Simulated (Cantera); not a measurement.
Input: 1 mol SiC, 0.61 mol H2O, 29 mol N2, 2 mol CO2, at 0.690 Pa.

These are equilibrium values from Cantera (NASA tables, ideal gas, pure condensed phases), not measurements of a reactor. Candidate condensed phases: C, C6H6, C7H8, C8H18, H2O, Si, SiC, SiO2, Si2N2O, Si3N4; 151 gas species. N2 is the only nitrogen source here; it is nearly inert below about 1500 K, so the nitride shown seldom forms there in practice. Mutual solubility and eutectic melting of coexisting phases are not modelled. The tables hold silica as quartz up to 1696 K and as liquid above; real silica turns to tridymite and cristobalite and melts near 1996 K. Equilibrium is a limit: real reactors are often held back by kinetics, nucleation or transport.

### Question
Which condensed phases are stable at each of these points (T (°C)): 825, 875, 925, 975, 1025, 1075, 1125, 1175, 1225, 1275, 1325, 1375, 1425?

### Answer
```tsv
T (°C)	condensed phases	Si condensed (%)
825	SiO2(β-quartz) + Si2N2O(s)	100.0
875	SiO2(β-quartz) + Si2N2O(s)	99.8
925	SiO2(β-quartz) + Si2N2O(s)	97.9
975	SiO2(β-quartz) + Si2N2O(s)	83.5
1025	SiO2(β-quartz)	61.0
1075	SiO2(β-quartz)	61.0
1125	SiO2(β-quartz)	60.8
1175	SiO2(β-quartz)	60.2
1225	SiO2(β-quartz)	57.8
1275	SiO2(β-quartz)	50.7
1325	SiO2(β-quartz)	35.1
1375	SiO2(β-quartz)	7.6
1425	gas only	0.0
```

From 825 °C to 975 °C the condensed part is SiO2(β-quartz) + Si2N2O(s). From 1025 °C to 1375 °C the condensed part is SiO2(β-quartz). At 1425 °C nothing is condensed.
